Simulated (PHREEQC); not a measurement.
Consider water at 25 °C with 0.094 mol/kgw CuSO4, 0.0041 mol/kgw H2SO4 and 0.001 mol/kgw Na2SO4. Closed to the air; pH follows from the charge balance.

Model: ion-association model, wateq4f.dat, run in PHREEQC.

```tsv
quantity	before	after
pH	2.59	3.05
ionic strength (mol/kgw)	0.202	0.0500
SO4-2 (mol/kgw)	0.0492	0.0125
Na+ (mol/kgw)	0.00187	0.000389
NaSO4- (mol/kgw)	0.000134	1.11e-5
SI of Mirabilite (Na2SO4:10H2O)	-6.46	-8.12
```

Q: Which change was made?
(A) temperature from 25 to 90 °C
(B) H2SO4 from 0.0041 to 0.00369 mol/kgw
(C) H2SO4 from 0.0041 to 0.041 mol/kgw
(D) diluted 5-fold with water
(E) diluted 100-fold with water

A: D, diluted 5-fold with water

This is a speciation only: nothing precipitates in the calculation.
